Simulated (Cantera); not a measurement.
Charge: 1 mol Si₂H₆, 0.44 mol NO, 5.3 mol H₂, held at 1102 °C and 2900 Pa.

These are equilibrium values from Cantera (NASA tables, ideal gas, pure condensed phases), not measurements of a reactor. Candidate condensed phases: H₂O, Si, SiO₂, Si₂N₂O, Si₃N₄; 35 gas species. The feed counts by its element totals alone. Mutual solubility and eutectic melting of coexisting phases are not modelled. The tables hold silica as quartz up to 1696 K and as liquid above; real silica turns to tridymite and cristobalite and melts near 1996 K. The numbers say what is thermodynamically allowed, not how fast it happens.

### Question
What is the equilibrium state?

### Answer
```json
{
 "x(H₂)": "0.998",
 "x(SiO)": "0.00148",
 "x(H)": "2.01e-5",
 "n(Si(s))": "1.44 mol",
 "n(SiO₂(β-quartz))": "0.104 mol",
 "n(Si₂N₂O(s))": "0.220 mol",
 "gas_amount": "8.312 mol"
}
```
